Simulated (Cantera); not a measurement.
Thermodynamics of silicon nitride deposition, feed SiH₂Cl₂ + NH₃ + H₂

Charge: 1 mol SiH₂Cl₂, 3.8 mol NH₃, 1.7 mol H₂, at 0.780 bar.

These are equilibrium values from Cantera (NASA tables, ideal gas, pure condensed phases), not measurements of a reactor. Candidate condensed phases: NH₄Cl, Si, Si₃N₄; 28 gas species. The tables' values for SiCl₃, SiCl are old estimates; treat these amounts as uncertain. Gases not in the tables: Si₂H₆ and higher silanes. Rates play no part.

```json
[
 {"T (°C)": "550", "x H₂": "0.706", "x HCl": "0.170", "x N₂": "0.119", "x SiCl₂": "2.25e-11", "x SiCl₄": "0.00463", "n Si₃N₄(s)": "0.317"},
 {"T (°C)": "650", "x H₂": "0.703", "x HCl": "0.176", "x N₂": "0.118", "x SiCl₂": "1.64e-9", "x SiCl₄": "0.00311", "n Si₃N₄(s)": "0.322"},
 {"T (°C)": "750", "x H₂": "0.701", "x HCl": "0.179", "x N₂": "0.118", "x SiCl₂": "5.05e-8", "x SiCl₄": "0.00221", "n Si₃N₄(s)": "0.325"},
 {"T (°C)": "850", "x H₂": "0.700", "x HCl": "0.181", "x N₂": "0.117", "x SiCl₂": "8.30e-7", "x SiCl₄": "0.00165", "n Si₃N₄(s)": "0.327"},
 {"T (°C)": "950", "x H₂": "0.699", "x HCl": "0.182", "x N₂": "0.117", "x SiCl₂": "8.50e-6", "x SiCl₄": "0.00128", "n Si₃N₄(s)": "0.328"},
 {"T (°C)": "1050", "x H₂": "0.699", "x HCl": "0.183", "x N₂": "0.117", "x SiCl₂": "6.04e-5", "x SiCl₄": "0.00103", "n Si₃N₄(s)": "0.328"},
 {"T (°C)": "1150", "x H₂": "0.699", "x HCl": "0.183", "x N₂": "0.117", "x SiCl₂": "0.000320", "x SiCl₄": "0.000832", "n Si₃N₄(s)": "0.327"},
 {"T (°C)": "1250", "x H₂": "0.699", "x HCl": "0.180", "x N₂": "0.118", "x SiCl₂": "0.00131", "x SiCl₄": "0.000659", "n Si₃N₄(s)": "0.323"},
 {"T (°C)": "1350", "x H₂": "0.701", "x HCl": "0.173", "x N₂": "0.120", "x SiCl₂": "0.00423", "x SiCl₄": "0.000477", "n Si₃N₄(s)": "0.312"},
 {"T (°C)": "1450", "x H₂": "0.704", "x HCl": "0.160", "x N₂": "0.123", "x SiCl₂": "0.0106", "x SiCl₄": "0.000290", "n Si₃N₄(s)": "0.289"},
 {"T (°C)": "1550", "x H₂": "0.709", "x HCl": "0.139", "x N₂": "0.129", "x SiCl₂": "0.0206", "x SiCl₄": "0.000141", "n Si₃N₄(s)": "0.253"},
 {"T (°C)": "1650", "x H₂": "0.714", "x HCl": "0.115", "x N₂": "0.136", "x SiCl₂": "0.0323", "x SiCl₄": "5.62e-5", "n Si₃N₄(s)": "0.211"}
]
```
x: gas mole fraction; n: condensed amount in mol.

From 550 °C to 1650 °C the condensed part is Si₃N₄(s). The main Si-bearing gas is SiCl₄ at 550 °C and SiCl₂ at 1650 °C. The share of Si in condensed phases is highest at 1050 °C (98.5 %) and lowest at 1650 °C (63.2 %).
